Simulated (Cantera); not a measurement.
An isothermal, constant-pressure homogeneous reactor starts with CO : O₂ : H₂O : N₂ : CH₄ = 0.008 : 0.066 : 0.041 : 1 : 0.017 (molar parts), equivalence ratio 0.58, at 1275 K and 6.70 bar.

Computed with Cantera and GRI-Mech 3.0 (53 species, 325 reactions). The temperature is held fixed by assumption; the heat of reaction is taken as removed at once.

x: mole fraction; the columns are a selection and need not sum to one.

```tsv
t (s)	x CO	x O₂	x H₂O	x H₂	x HO₂	x CO₂	x O
1.00e-5	0.00707	0.0583	0.0362	3.55e-10	1.05e-8	4.79e-9	3.07e-10
2.46e-5	0.00707	0.0583	0.0362	1.17e-9	2.45e-8	1.32e-8	3.38e-10
6.06e-5	0.00707	0.0583	0.0362	[?]	[?]	[?]	4.23e-10
0.000149	0.00707	0.0583	0.0362	2.32e-8	1.01e-7	1.36e-7	6.87e-10
0.000367	0.00707	0.0583	0.0362	1.49e-7	1.66e-7	5.19e-7	1.57e-9
0.000904	0.00707	0.0583	0.0362	1.08e-6	2.97e-7	2.24e-6	3.61e-9
0.00223	0.00706	0.0583	0.0363	6.23e-6	6.20e-7	9.76e-6	5.97e-9
0.00548	0.00707	0.0580	0.0365	4.67e-5	2.12e-6	5.33e-5	1.75e-8
0.0135	[?]	[?]	0.0662	[?]	[?]	[?]	[?]
0.0332	0.000372	0.0250	0.0665	6.69e-6	2.14e-6	0.0218	1.45e-7
0.0817	1.27e-5	0.0248	0.0665	2.57e-7	9.08e-8	0.0222	1.58e-8
0.201	3.64e-8	0.0248	0.0665	9.80e-9	8.02e-9	0.0222	7.44e-9
0.495	5.03e-9	0.0248	0.0665	9.07e-9	7.78e-9	0.0222	6.90e-9
1.22	5.02e-9	0.0248	0.0665	9.06e-9	7.78e-9	0.0222	6.84e-9
3.00	5.02e-9	0.0248	0.0665	9.06e-9	7.78e-9	0.0222	6.84e-9
```

Q: Some entries are withheld; supply them.

A: 
- 6.06e-5, x H₂: 4.64e-9
- 6.06e-5, x HO₂: 5.32e-8
- 6.06e-5, x CO₂: 3.99e-8
- 0.0135, x CO: 0.00630
- 0.0135, x O₂: 0.0279
- 0.0135, x H₂: 9.99e-5
- 0.0135, x HO₂: 2.04e-5
- 0.0135, x CO₂: 0.0158
- 0.0135, x O: 4.37e-6
